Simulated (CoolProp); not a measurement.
Vapour-liquid equilibrium of C2F6 (R116) (1) + R143a (2) at -49.85 °C; x and y are mole fractions of (1).

The numbers come from the multi-fluid Helmholtz-energy mixture model, Lemmon 2006 and Lemmon and Jacobsen 2000; pair parameters Bell 2016 in CoolProp.

Question: Give the bubble pressure and the first vapour's composition at x = 0.15, 0.65, 0.85. Is there an azeotrope?

Answer: x = 0.15: 0.2035 MPa, y = 0.600; x = 0.65: 0.3373 MPa, y = 0.833; x = 0.85: 0.3613 MPa, y = 0.900. No azeotrope shows between x = 0.05 and 0.95.

Pair parameters are fitted to limited data, so mixtures are less certain than the pure fluids. With so large a gap from Raoult's law the liquid may split in two, which this calculation doesn't test in full.
